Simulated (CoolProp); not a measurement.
Saturation properties of propane.

The numbers come from the reference Helmholtz-energy equation of state, Lemmon 2009 in CoolProp.

```tsv
T (K)	p (MPa)	liquid viscosity (µPa s)	liquid conductivity (mW/(m K))
169.9	0.002185	449	167
173.6	0.003012	423	165
177.3	0.004091	398	162
181	0.005476	376	160
184.7	0.007233	356	158
188.4	0.009436	338	155
192.1	0.01217	321	153
195.8	0.01551	305	151
199.5	0.01958	290	149
203.1	0.02433	277	146
206.8	0.03015	264	144
210.5	0.03703	252	142
```

It boils at 231.0 K under 1 atm.

Viscosity comes from a separate model (Vogel 1998). Thermal conductivity comes from a separate model (Marsh 2002).
